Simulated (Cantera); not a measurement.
Charge: 1 mol SiH₄, 0.61 mol H₂O, 23 mol N₂, held at 2.10 mbar.

Method: chemical equilibrium by Gibbs-energy minimisation in Cantera with the NASA 1993 tables (ideal gas, pure condensed phases). Candidate condensed phases: H₂O, Si, SiO₂, Si₂N₂O, Si₃N₄; 35 gas species. Rates play no part.

**Question.** At 1648 K, list the 5 most abundant gas species with their mole fractions, and the condensed phases.

**Answer.** N₂ 0.888, H₂ 0.102, SiO 0.00870, H 0.000621, Si 5.45e-5. Condensed: Si₂N₂O(s).
